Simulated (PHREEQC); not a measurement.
Consider water at 25 °C with 0.0132 mol SrCl2, 3.8e-05 mol Na2CO3 and 0.00164 mol NaCl per kg of water. Closed to the air; pH follows from the charge balance.

All values are PHREEQC results (Pitzer model, pitzer.dat), not measurements.

This is a speciation only: nothing precipitates in the calculation.

Q: Estimate the pH, specific conductance, osmotic coefficient.

A: pH 9.39; specific conductance 3180 µS/cm; osmotic coefficient 0.901.

Q: In which forms is C present?

A: HCO3- 82 %, CO3-2 18 % of the C.

Species that the database lacks are ignored.
